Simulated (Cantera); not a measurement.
A perfectly stirred reactor is fed with H₂ : O₂ = 0.24 : 1 (molar parts), at 3.83 Torr; it is held at 1225 K, and followed from long to short residence time.

Detailed kinetics in Cantera: the H2/O2 subset of GRI-Mech 3.0, which has no nitrogen chemistry. Radical loss at walls, strong at low pressure, is not modelled. The temperature is held fixed by assumption; the heat of reaction is taken as removed at once.

Question: What does this change do: temperature 1225 to 1300 K?

Answer: 
```csv
quantity,before,after
x(H₂) at τ = 25.0 s,0.000225,0.000254
x(O₂) at τ = 25.0 s,0.784,0.783
x(H₂O₂) at τ = 25.0 s,7.25e-8,4.89e-8
x(O) at τ = 25.0 s,0.00138,0.00173
x(OH) at τ = 25.0 s,0.00163,0.00223
x(H₂) at τ = 0.140 s,0.00525,0.00565
x(O₂) at τ = 0.140 s,0.745,0.737
x(H₂O₂) at τ = 0.140 s,1.42e-7,1.19e-7
x(O) at τ = 0.140 s,0.0343,0.0414
x(OH) at τ = 0.140 s,0.00787,0.0103
```
